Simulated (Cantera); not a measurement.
Cantera run:

```python
import numpy as np
import cantera as ct

gas_names = [...]  # 110 gases of nasa_gas.yaml made of C, H, N
cond_names = """
    C(gr) C6H6(L) C7H8(L) C8H18(L),n-octa
""".split()


# ... load() reads the species with a 1 bar reference pressure and builds the phases ...
atoms = {
    'n-butane': {'C': 4, 'H': 10},
    'H2': {'H': 2},
    'N2': {'N': 2},
}
top_T = {'C(gr)': 4500}  # K; cautious upper limits of use, not melting points


# ... equilibrate(T, P, feed) seeds the gas with the atoms and calls Mixture.equilibrate('TP', solver="vcs", rtol=1e-11, max_steps=5000) ...
results = []
feed = {'n-butane': 1, 'H2': 0.62, 'N2': 1.5}  # mol
P = 8300000  # Pa
for T in [2500, 2750, 3000, 3250, 3500, 3750, 4000, 4250, 4500, 4750, 5000]:
    mix = equilibrate(T, P, feed)
    results.append((T, P, feed, dict(zip(mix.species_names, mix.species_moles))))
    x = sorted(zip(gas.X, gas.species_names), reverse=True)
    print(f"T = {T:g} K  P = {P:g} Pa  gas = {mix.phase_moles(0):.4g} mol")
    print("   x: " + "  ".join(f"{s} {v:.3e}" for v, s in x if v > 0.0001))
    print("   condensed (mol): " + ("  ".join(f"{mix.phase(i).name} {mix.phase_moles(i):.4g}"
          for i in range(1, mix.n_phases) if mix.phase_moles(i) > 1e-12) or "none"))
```

Result:

```
T = 2500 K  P = 8.3e+06 Pa  gas = 7.071 mol
   x: H2 7.540e-01  N2 1.967e-01  HCN 2.727e-02  C2H2,acetylene 8.156e-03  CH4 7.078e-03  HNC 3.193e-03  H 2.396e-03  CH3 4.046e-04  C2H4 3.709e-04  NH3 2.503e-04  CH3CN 1.121e-04
   condensed (mol): C(gr) 3.607
T = 2750 K  P = 8.3e+06 Pa  gas = 7.102 mol
   x: H2 7.291e-01  N2 1.846e-01  HCN 4.581e-02  C2H2,acetylene 2.052e-02  HNC 6.964e-03  H 6.412e-03  CH4 4.609e-03  CH3 6.857e-04  C2H4 4.041e-04  C4H2 2.401e-04  NH3 1.827e-04  CH3CN 1.304e-04
   condensed (mol): C(gr) 3.277
T = 3000 K  P = 8.3e+06 Pa  gas = 7.141 mol
   x: H2 6.859e-01  N2 1.692e-01  HCN 6.811e-02  C2H2,acetylene 4.267e-02  H 1.435e-02  HNC 1.285e-02  CH4 3.046e-03  C4H2 1.107e-03  CH3 1.010e-03  C2H4 4.060e-04  C2N2 1.595e-04  C2H 1.535e-04  C3H3,propargyl 1.483e-04  CN 1.471e-04  CH3CN 1.384e-04  C2H2,vinylidene 1.345e-04  NH3 1.320e-04
   condensed (mol): C(gr) 2.728
T = 3250 K  P = 8.3e+06 Pa  gas = 7.199 mol
   x: H2 6.222e-01  N2 1.516e-01  HCN 9.128e-02  C2H2,acetylene 7.551e-02  H 2.779e-02  HNC 2.066e-02  C4H2 3.825e-03  CH4 1.975e-03  CH3 1.304e-03  C2H 8.050e-04  CN 5.236e-04  C2H2,vinylidene 4.042e-04  C2N2 3.727e-04  C2H4 3.716e-04  C3H3,propargyl 3.504e-04  C6H2 2.069e-04  C2H3,vinyl 1.999e-04  CH2 1.408e-04  CH3CN 1.335e-04
   condensed (mol): C(gr) 1.915
T = 3500 K  P = 8.3e+06 Pa  gas = 7.292 mol
   x: H2 5.390e-01  N2 1.334e-01  C2H2,acetylene 1.157e-01  HCN 1.117e-01  H 4.759e-02  HNC 2.954e-02  C4H2 1.034e-02  C2H 3.215e-03  CN 1.526e-03  CH3 1.480e-03  CH4 1.217e-03  C6H2 9.946e-04  C2H2,vinylidene 9.701e-04  C2N2 7.444e-04  C3H3,propargyl 6.655e-04  C3 3.519e-04  C2H3,vinyl 3.357e-04  CH2 3.252e-04  C2H4 3.051e-04  CH3CN 1.162e-04
   condensed (mol): C(gr) 0.7927
T = 3750 K  P = 8.3e+06 Pa  gas = 7.444 mol
   x: H2 4.748e-01  C2H2,acetylene 1.338e-01  N2 1.206e-01  HCN 1.196e-01  H 7.582e-02  HNC 3.612e-02  C4H2 1.564e-02  C2H 8.520e-03  CN 3.469e-03  C6H2 1.984e-03  C2H2,vinylidene 1.648e-03  C3 1.529e-03  CH3 1.471e-03  C2N2 1.099e-03  C3H3,propargyl 8.276e-04  CH4 7.186e-04  CH2 5.981e-04  C2H3,vinyl 4.194e-04  C2H4 2.053e-04  C2 2.004e-04  CH 1.713e-04  C 1.627e-04  C5 1.376e-04
   condensed (mol): none
T = 4000 K  P = 8.3e+06 Pa  gas = 7.678 mol
   x: H2 4.461e-01  C2H2,acetylene 1.198e-01  H 1.169e-01  HCN 1.145e-01  N2 1.141e-01  HNC 3.885e-02  C2H 1.534e-02  C4H2 1.328e-02  CN 6.272e-03  C3 3.579e-03  C2H2,vinylidene 2.059e-03  C6H2 1.613e-03  CH3 1.362e-03  C2N2 1.200e-03  CH2 9.247e-04  C3H3,propargyl 7.003e-04  C2 6.221e-04  C 5.297e-04  CH4 4.360e-04  CH 4.232e-04  C2H3,vinyl 4.111e-04  C5 3.135e-04  CNC 1.211e-04  C2H4 1.202e-04
   condensed (mol): none
T = 4250 K  P = 8.3e+06 Pa  gas = 8.016 mol
   x: H2 4.107e-01  H 1.689e-01  N2 1.075e-01  HCN 1.059e-01  C2H2,acetylene 1.014e-01  HNC 3.975e-02  C2H 2.430e-02  CN 1.031e-02  C4H2 1.024e-02  C3 7.075e-03  C2H2,vinylidene 2.328e-03  C2 1.615e-03  C 1.468e-03  CH2 1.290e-03  C2N2 1.233e-03  CH3 1.193e-03  C6H2 1.147e-03  CH 9.068e-04  C5 5.789e-04  C3H3,propargyl 5.428e-04  C2H3,vinyl 3.707e-04  CH4 2.617e-04  CNC 2.396e-04  C4 1.745e-04  N 1.508e-04
   condensed (mol): none
T = 4500 K  P = 8.3e+06 Pa  gas = 8.477 mol
   x: H2 3.696e-01  H 2.307e-01  N2 1.013e-01  HCN 9.375e-02  C2H2,acetylene 7.946e-02  HNC 3.851e-02  C2H 3.371e-02  CN 1.549e-02  C3 1.176e-02  C4H2 6.931e-03  C2 3.531e-03  C 3.516e-03  C2H2,vinylidene 2.352e-03  CH 1.701e-03  CH2 1.623e-03  C2N2 1.178e-03  CH3 9.782e-04  C5 8.487e-04  C6H2 6.774e-04  CNC 4.101e-04  C3H3,propargyl 3.747e-04  C4 3.240e-04  N 3.145e-04  C2H3,vinyl 3.021e-04  NH 1.592e-04  CH4 1.520e-04
   condensed (mol): none
T = 4750 K  P = 8.3e+06 Pa  gas = 9.06 mol
   x: H2 3.239e-01  H 2.994e-01  N2 9.568e-02  HCN 7.927e-02  C2H2,acetylene 5.703e-02  C2H 4.100e-02  HNC 3.526e-02  CN 2.144e-02  C3 1.649e-02  C 7.389e-03  C2 6.575e-03  C4H2 4.034e-03  CH 2.819e-03  C2H2,vinylidene 2.112e-03  CH2 1.843e-03  C2N2 1.045e-03  C5 9.834e-04  CH3 7.439e-04  CNC 6.120e-04  N 6.066e-04  C4 4.831e-04  C6H2 3.235e-04  NH 2.409e-04  C3H3,propargyl 2.263e-04  C2H3,vinyl 2.199e-04
   condensed (mol): none
T = 5000 K  P = 8.3e+06 Pa  gas = 9.747 mol
   x: H 3.703e-01  H2 2.752e-01  N2 9.067e-02  HCN 6.403e-02  C2H 4.416e-02  C2H2,acetylene 3.748e-02  HNC 3.059e-02  CN 2.762e-02  C3 1.986e-02  C 1.386e-02  C2 1.063e-02  CH 4.177e-03  C4H2 2.027e-03  CH2 1.897e-03  C2H2,vinylidene 1.693e-03  N 1.096e-03  C5 9.207e-04  C2N2 8.676e-04  CNC 8.093e-04  C4 5.914e-04  CH3 5.228e-04  NH 3.421e-04  C2H3,vinyl 1.430e-04  C6H2 1.259e-04  C3H3,propargyl 1.196e-04
   condensed (mol): none
```

Equilibrium computed with Cantera from the NASA thermochemical tables; the gas is ideal and each condensed phase is pure. The ideal-gas law is rough above about 30 bar.
